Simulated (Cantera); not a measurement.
Cantera run:

```python
import numpy as np
import cantera as ct

gas_names = """
    C CN CO CO2 C2 CCN CNC C2N2 C2O C3 C3O2 C4 C4N2 C5 Fe FeC5O5 FeO N NCO NO NO2 NO3 N2 N2O O O2 O3
""".split()
cond_names = """
    C(gr) Fe(a) Fe(c) Fe(d) Fe(L) FeC5O5(L) FeO(s) FeO(L) Fe2O3(s) Fe3O4(s)
""".split()


# ... load() reads the species with a 1 bar reference pressure and builds the phases ...
atoms = {
    'Fe(CO)5': {'Fe': 1, 'C': 5, 'O': 5},
    'CO': {'C': 1, 'O': 1},
    'N2': {'N': 2},
}
top_T = {'C(gr)': 4500, 'Fe2O3(s)': 1830, 'Fe3O4(s)': 1870}  # K; cautious upper limits of use, not melting points


# ... equilibrate(T, P, feed) seeds the gas with the atoms and calls Mixture.equilibrate('TP', solver="vcs", rtol=1e-11, max_steps=5000) ...
results = []
feed = {'Fe(CO)5': 1, 'CO': 1.8, 'N2': 0.46}  # mol
T = 1373.15  # K
P = 64  # Pa
mix = equilibrate(T, P, feed)
results.append((T, P, feed, dict(zip(mix.species_names, mix.species_moles))))
print(gas.report(threshold=1e-05))
for i in range(1, mix.n_phases):
    print(f"{mix.phase(i).name:16s} {mix.phase_moles(i):12.5e} mol")
```

It prints:

```
       temperature   1373.2 K
          pressure   64 Pa
           density   0.00015702 kg/m^3
  mean mol. weight   28.011 kg/kmol
   phase of matter   gas

                          1 kg             1 kmol
                     ---------------   ---------------
          enthalpy       -2.4695e+06       -6.9172e+07  J
   internal energy       -2.8771e+06       -8.0589e+07  J
           entropy             10996        3.0801e+05  J/K
    Gibbs function       -1.7569e+07       -4.9211e+08  J
 heat capacity c_p            1238.7             34697  J/K
 heat capacity c_v            941.88             26383  J/K

                      mass frac. Y      mole frac. X     chem. pot. / RT
                     ---------------   ---------------   ---------------
                CO           0.93661           0.93663           -43.594
                Fe        2.4404e-05         1.224e-05           -6.1792
                N2          0.063368           0.06336           -35.858
     [  +24 minor]        2.0021e-06        1.2743e-06

C(gr)             9.25058e-06 mol
Fe(c)             9.99911e-01 mol
FeC5O5(L)         0.00000e+00 mol
FeO(s)            0.00000e+00 mol
Fe2O3(s)          0.00000e+00 mol
Fe3O4(s)          0.00000e+00 mol
```

These are equilibrium values from Cantera (NASA tables, ideal gas, pure condensed phases), not measurements of a reactor.
